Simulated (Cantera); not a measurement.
Input (Python, Cantera) and output of one run.

```python
import numpy as np
import cantera as ct

gas_names = """
    O2 NbO2
""".split()
cond_names = """
    Ti(a) Ti(b) Ti(L) Ti3O5(a) Ti3O5(b) Ti3O5(L) Nb(cr) Nb(L) V(cr) V(L) V2O5(s) V2O5(L)
""".split()


# ... load() reads the species with a 1 bar reference pressure and builds the phases ...
species = {s.name: s for s in load("nasa_gas.yaml", gas_names) + load("nasa_condensed.yaml", cond_names)}
# Each term lists the table entries of one substance; the one whose range holds T is used.
reactions = {
    '1.2 Ti + O2(g) = 0.4 Ti3O5':
        [(-1.2, ['Ti(a)', 'Ti(b)', 'Ti(L)']), (-1, ['O2']), (0.4, ['Ti3O5(a)', 'Ti3O5(b)', 'Ti3O5(L)'])],
    'Nb + O2(g) = NbO2(g)':
        [(-1, ['Nb(cr)', 'Nb(L)']), (-1, ['O2']), (1, ['NbO2'])],
    '0.8 V + O2(g) = 0.4 V2O5':
        [(-0.8, ['V(cr)', 'V(L)']), (-1, ['O2']), (0.4, ['V2O5(s)', 'V2O5(L)'])],
}


def pick(names, T):
    return next(species[n] for n in names if species[n].thermo.min_temp <= T <= species[n].thermo.max_temp)


results = []
for label, terms in reactions.items():
    print(label)
    print("     T/K   dH/kJ  dS/(J/K)   dG/kJ   log10 K")
    for T in [1723, 1823, 1923, 2023, 2123]:
        used = [(nu, pick(names, T)) for nu, names in terms]
        dH = sum(nu * s.thermo.h(T) for nu, s in used) / 1e6
        dS = sum(nu * s.thermo.s(T) for nu, s in used) / 1e3
        dG = dH - T * dS / 1e3
        logK = -dG * 1e6 / (ct.gas_constant * T * np.log(10))
        results.append((label, T, dH, dS, dG, logK, [s.name for _, s in used]))
        print(f"{T:8g} {dH:8.1f} {dS:8.1f} {dG:8.1f} {logK:8.2f}")
```

Result:

```
1.2 Ti + O2(g) = 0.4 Ti3O5
     T/K   dH/kJ  dS/(J/K)   dG/kJ   log10 K
    1723   -965.5   -163.4   -683.9    20.73
    1823   -963.8   -162.5   -667.6    19.13
    1923   -962.1   -161.6   -651.4    17.69
    2023   -978.5   -170.0   -634.5    16.38
    2123   -908.7   -136.0   -620.0    15.25
Nb + O2(g) = NbO2(g)
     T/K   dH/kJ  dS/(J/K)   dG/kJ   log10 K
    1723   -211.3     17.8   -242.0     7.34
    1823   -212.5     17.1   -243.7     6.98
    1923   -213.8     16.5   -245.4     6.67
    2023   -215.1     15.8   -247.0     6.38
    2123   -216.5     15.1   -248.6     6.12
0.8 V + O2(g) = 0.4 V2O5
     T/K   dH/kJ  dS/(J/K)   dG/kJ   log10 K
    1723   -575.9   -127.3   -356.6    10.81
    1823   -575.0   -126.8   -343.9     9.85
    1923   -574.2   -126.4   -331.2     9.00
    2023   -573.6   -126.1   -318.6     8.23
    2123   -573.2   -125.8   -306.0     7.53
```

Cantera with NASA thermochemical tables; ideal gases at 1 bar, condensed phases pure. Condensed species are held in their standard states even where they would react or evaporate.
